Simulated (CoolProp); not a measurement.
Vapour pressure (kPa) of the fluoroketone C6F12O (FK-5-1-12): the reference equation beside estimates from Tc = 168.7 °C, pc = 1869 kPa, ω = 0.471. Clausius-Clapeyron is anchored at 4.15 °C with a constant enthalpy of vaporisation of 31.76 kJ/mol.

Model: reference Helmholtz-energy equation of state, McLinden 2015, in CoolProp.

| T (°C) | reference | Clausius-Clapeyron | van der Waals | Redlich-Kwong | Soave-Redlich-Kwong | Peng-Robinson |
|---|---|---|---|---|---|---|
| -34.45 | 1.449 | 1.664 | 86.21 | … | 1.501 | 1.636 |
| -21.55 | 3.542 | 3.780 | 119.3 | 21.64 | 3.611 | … |
| -8.75 | 7.717 | 7.883 | 159.9 | 37.24 | 7.786 | 8.155 |
| 4.15 | 15.44 | 15.44 | 209.6 | 60.49 | 15.48 | 15.98 |
| 17.05 | 28.58 | 28.47 | 268.6 | 93.25 | 28.58 | 29.15 |
| 29.95 | 49.55 | 49.86 | 337.8 | 137.6 | 49.52 | 50.03 |
| 42.85 | 81.28 | 83.39 | 417.8 | 195.5 | 81.28 | 81.50 |
| 55.65 | 126.7 | 133.5 | 508.4 | 268.5 | 126.9 | … |
| 68.55 | 190.3 | 207.0 | 611.7 | 359.6 | 191.1 | … |
| 81.45 | 276.0 | 310.8 | 727.4 | 470.4 | 278.0 | 275.2 |
| 94.35 | 388.4 | 453.6 | 856.0 | 602.7 | 392.4 | 387.8 |
| 107.25 | 532.5 | … | 998.0 | 758.2 | 539.4 | 532.8 |
| 120.05 | 712.4 | 894.8 | 1153 | 937.3 | 723.1 | 714.6 |

**Question.** Some entries are withheld; supply them.

**Answer.** 
- -34.45, Redlich-Kwong: 11.62
- -21.55, Peng-Robinson: 3.850
- 55.65, Peng-Robinson: 126.6
- 68.55, Peng-Robinson: 189.8
- 107.25, Clausius-Clapeyron: 645.3

Absolute difference from the reference over all 13 rows, mean and median: Clausius-Clapeyron 9.0 and 6.7 %, van der Waals 1164.5 and 414.0 %, Redlich-Kwong 217.9 and 140.5 %, Soave-Redlich-Kwong 0.9 and 0.7 %, Peng-Robinson 2.7 and 0.3 %.
